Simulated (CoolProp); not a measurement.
Vapour-liquid equilibrium of dimethyl ether (1) + isobutane (2) at 265.3 K; x and y are mole fractions of (1).

The numbers come from the multi-fluid Helmholtz-energy mixture model, Wu 2011 and Bücker 2006; pair parameters Bell 2016 in CoolProp.

```json
[
 {"x": "0.05", "bubble pressure, mixture model (bar)": "1.285", "bubble pressure, Raoult's law (bar)": "1.219", "y, mixture model": "0.125", "y, Raoult's law": "0.082"},
 {"x": "0.125", "bubble pressure, mixture model (bar)": "1.425", "bubble pressure, Raoult's law (bar)": "1.281", "y, mixture model": "0.264", "y, Raoult's law": "0.196"},
 {"x": "0.2", "bubble pressure, mixture model (bar)": "(withheld)", "bubble pressure, Raoult's law (bar)": "1.343", "y, mixture model": "0.367", "y, Raoult's law": "0.299"},
 {"x": "0.275", "bubble pressure, mixture model (bar)": "1.640", "bubble pressure, Raoult's law (bar)": "1.405", "y, mixture model": "0.448", "y, Raoult's law": "0.393"},
 {"x": "0.35", "bubble pressure, mixture model (bar)": "1.722", "bubble pressure, Raoult's law (bar)": "1.468", "y, mixture model": "0.516", "y, Raoult's law": "0.479"},
 {"x": "0.425", "bubble pressure, mixture model (bar)": "1.792", "bubble pressure, Raoult's law (bar)": "1.530", "y, mixture model": "0.574", "y, Raoult's law": "0.558"},
 {"x": "0.5", "bubble pressure, mixture model (bar)": "1.851", "bubble pressure, Raoult's law (bar)": "1.592", "y, mixture model": "0.626", "y, Raoult's law": "0.630"},
 {"x": "0.575", "bubble pressure, mixture model (bar)": "1.900", "bubble pressure, Raoult's law (bar)": "1.654", "y, mixture model": "(withheld)", "y, Raoult's law": "0.698"},
 {"x": "0.65", "bubble pressure, mixture model (bar)": "1.940", "bubble pressure, Raoult's law (bar)": "1.717", "y, mixture model": "0.723", "y, Raoult's law": "0.760"},
 {"x": "0.725", "bubble pressure, mixture model (bar)": "1.973", "bubble pressure, Raoult's law (bar)": "1.779", "y, mixture model": "(withheld)", "y, Raoult's law": "0.818"},
 {"x": "0.8", "bubble pressure, mixture model (bar)": "1.997", "bubble pressure, Raoult's law (bar)": "1.841", "y, mixture model": "(withheld)", "y, Raoult's law": "0.872"},
 {"x": "0.875", "bubble pressure, mixture model (bar)": "2.012", "bubble pressure, Raoult's law (bar)": "1.903", "y, mixture model": "0.882", "y, Raoult's law": "0.923"},
 {"x": "0.95", "bubble pressure, mixture model (bar)": "2.014", "bubble pressure, Raoult's law (bar)": "1.965", "y, mixture model": "0.948", "y, Raoult's law": "0.970"}
]
```

Complete the blanks.


- 0.2, bubble pressure, mixture model (bar): 1.542
- 0.575, y, mixture model: 0.675
- 0.725, y, mixture model: 0.772
- 0.8, y, mixture model: 0.824

The largest gap from Raoult's law is +17.3 % in bubble pressure, at x = 0.35. y crosses x between x = 0.875 and 0.95: the model has an azeotrope there.

Pair parameters are fitted to limited data, so mixtures are less certain than the pure fluids.
